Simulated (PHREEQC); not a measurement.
Solution (14 °C): 1.2 mmol/kgw CuCl2, 0.83 mmol/kgw HNO3 and 73 mmol/kgw H3BO3. Closed to the air; pH follows from the charge balance.

Equilibrium calculation in PHREEQC: ion-association model, wateq4f.dat.

Each row changes one thing in this solution. No solid was allowed to form.

| case | pH | CuCl+ (mol/kgw) | H2BO3- (mol/kgw) | CuOH+ (mol/kgw) | CuCl2 (mol/kgw) | SI of Tenorite (CuO) | SI of Cu(OH)2 (Cu(OH)2) |
|---|---|---|---|---|---|---|---|
| as made | 3.11 | 3.36e-6 | 4.72e-8 | 1.26e-8 | 3.31e-9 | -4.87 | -5.89 |
| HNO3 from 0.00083 to 0.00166 mol/kgw | 2.81 | 3.29e-6 | 2.38e-8 | 6.21e-9 | 3.21e-9 | -5.48 | -6.50 |
| HNO3 left out | 5.14 | 3.44e-6 | 5.01e-6 | 1.37e-6 | 3.43e-9 | -0.80 | -1.82 |
| HNO3 from 0.00083 to 0.000166 mol/kgw | 3.81 | 3.43e-6 | 2.33e-7 | 6.33e-8 | 3.41e-9 | -3.47 | -4.49 |
| CuCl2 from 0.0012 to 0.00132 mol/kgw | 3.11 | 4.03e-6 | 4.74e-8 | 1.37e-8 | 4.35e-9 | -4.83 | -5.85 |
| HNO3 from 0.00083 to 0.000747 mol/kgw | 3.15 | (withheld) | 5.23e-8 | 1.40e-8 | 3.33e-9 | -4.78 | -5.80 |
| CuCl2 from 0.0012 to 0.0006 mol/kgw | 3.10 | (withheld) | 4.58e-8 | (withheld) | 4.54e-10 | -5.16 | -6.18 |
| 0.021 mol/kgw HBr added | 1.72 | 2.52e-6 | 2.10e-9 | 4.13e-10 | 2.09e-9 | -7.78 | -8.80 |

Q: What belongs in the gaps?

A: 
- HNO3 from 0.00083 to 0.000747 mol/kgw, CuCl+ (mol/kgw): 3.37e-6
- CuCl2 from 0.0012 to 0.0006 mol/kgw, CuCl+ (mol/kgw): 8.91e-7
- CuCl2 from 0.0012 to 0.0006 mol/kgw, CuOH+ (mol/kgw): 6.47e-9

Constants without temperature data keep their 25 °C values here.
